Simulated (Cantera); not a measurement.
An adiabatic, constant-pressure homogeneous reactor starts with CH3OH : O2 : N2 = 1 : 0.714 : 2.69 (molar parts), equivalence ratio 2.1, at 1148 K and 0.987 atm. Integrator tolerance rtol = 1e-08.

Computed with Cantera and GRI-Mech 3.0 (53 species, 325 reactions). GRI-Mech 3.0 was tuned for natural gas; its chemistry of methanol as a main component is partial and can be far from experiment.

### Question
What does this change do: O2 0.714 to 0.56 parts?

### Answer
```
quantity                                                              before                                      after
---------------------------------  -----------------------------------------  -----------------------------------------
time of steepest temperature rise                                    20.0 ms                                    19.9 ms
temperature at 0.200 s                                                2285 K                                     1985 K
equilibrium temperature                                               2285 K                                     1985 K
x(CH3OH) at 0.200 s                    <1e-12 (gas-phase equilibrium <1e-12)      <1e-12 (gas-phase equilibrium <1e-12)
x(O2) at 0.200 s                     8.66e-6 (gas-phase equilibrium 8.66e-6)    5.54e-8 (gas-phase equilibrium 5.53e-8)
x(HO2) at 0.200 s                    5.80e-9 (gas-phase equilibrium 5.80e-9)  4.01e-11 (gas-phase equilibrium 4.01e-11)
x(H2) at 0.200 s                         0.137 (gas-phase equilibrium 0.137)        0.184 (gas-phase equilibrium 0.184)
x(O) at 0.200 s                      1.34e-5 (gas-phase equilibrium 1.34e-5)    1.41e-7 (gas-phase equilibrium 1.41e-7)
x(CH3) at 0.200 s                  6.40e-12 (gas-phase equilibrium 7.26e-12)  1.72e-11 (gas-phase equilibrium 1.99e-11)
```

### Question
What does this change do: CH3OH 1 to 0.72 parts?

### Answer
```csv
quantity,before,after
time of steepest temperature rise,20.0 ms,21.4 ms
temperature at 0.200 s,2285 K,2524 K
equilibrium temperature,2285 K,2524 K
x(CH3OH) at 0.200 s,<1e-12 (gas-phase equilibrium <1e-12),<1e-12 (gas-phase equilibrium <1e-12)
x(O2) at 0.200 s,8.66e-6 (gas-phase equilibrium 8.66e-6),0.000651 (gas-phase equilibrium 0.000651)
x(HO2) at 0.200 s,5.80e-9 (gas-phase equilibrium 5.80e-9),3.02e-7 (gas-phase equilibrium 3.02e-7)
x(H2) at 0.200 s,0.137 (gas-phase equilibrium 0.137),0.0602 (gas-phase equilibrium 0.0602)
x(O) at 0.200 s,1.34e-5 (gas-phase equilibrium 1.34e-5),0.000419 (gas-phase equilibrium 0.000419)
x(CH3) at 0.200 s,6.40e-12 (gas-phase equilibrium 7.26e-12),<1e-12 (gas-phase equilibrium <1e-12)
```
